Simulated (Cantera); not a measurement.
A diamond (100) surface in a fixed gas of H2 with x(CH4) = 0.015, x(CH3) = 0.00098, at 1050 K, 0.0582 atm; coverages are run to steady state.

Model: the Harris–Goodwin 1993 mechanism for the reconstructed diamond (100) surface, integrated in Cantera.

θ: site fractions in the mechanism's names (c6HH fully hydrogenated, c6H* and c6*H radical sites, c6** diradical, c6HM methylated).

| x(H) | growth (µm/h) | θ c6HH | θ c6H* | θ c6*H | θ c6** | θ c6HM |
|---|---|---|---|---|---|---|
| 0.0001 | ___ | 0.379 | 0.0121 | 0.217 | 0.00159 | 0.268 |
| 0.00024 | ___ | 0.366 | 0.0133 | 0.238 | 0.00320 | 0.261 |
| 0.00059 | ___ | 0.387 | 0.0150 | 0.269 | 0.00561 | 0.223 |
| 0.0014 | ___ | 0.432 | 0.0174 | 0.311 | 0.00830 | 0.160 |
| 0.0035 | ___ | 0.483 | 0.0198 | 0.354 | 0.0108 | 0.0910 |
| 0.0085 | ___ | 0.518 | 0.0215 | 0.383 | 0.0124 | 0.0448 |
| 0.021 | 36.0 | 0.537 | 0.0225 | 0.399 | 0.0132 | 0.0197 |
| 0.05 | 37.4 | 0.546 | 0.0233 | 0.405 | 0.0136 | 0.00859 |
| 0.12 | 38.2 | 0.549 | 0.0243 | 0.407 | 0.0139 | 0.00365 |

Q: Complete the blanks.

A: 
- 0.0001, growth (µm/h): 2.39
- 0.00024, growth (µm/h): 5.55
- 0.00059, growth (µm/h): 11.6
- 0.0014, growth (µm/h): 19.6
- 0.0035, growth (µm/h): 27.8
- 0.0085, growth (µm/h): 33.1
